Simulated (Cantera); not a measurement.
An adiabatic, constant-volume homogeneous reactor starts with 15.0 % H2, 17.8 % O2, 67.2 % N2, equivalence ratio 0.42, at 1075 K and 1.48 atm.

Model: GRI-Mech 3.0 (53 species, 325 reactions), integrated in Cantera.

One state of this run: T (K) = 2335; P (bar) = 3.02; x H2 = 0.000714; x O2 = 0.104; x N2O = 1.05e-6; x NO = 0.0114; x OH = 0.00666; x O = 0.00113. x: mole fraction; the columns are a selection and need not sum to one.

Q: Which value of t (s) does it belong to?
(A) 0.000159
(B) 0.000682
(C) 0.233
(D) 2.00e-6

A: C, 0.233
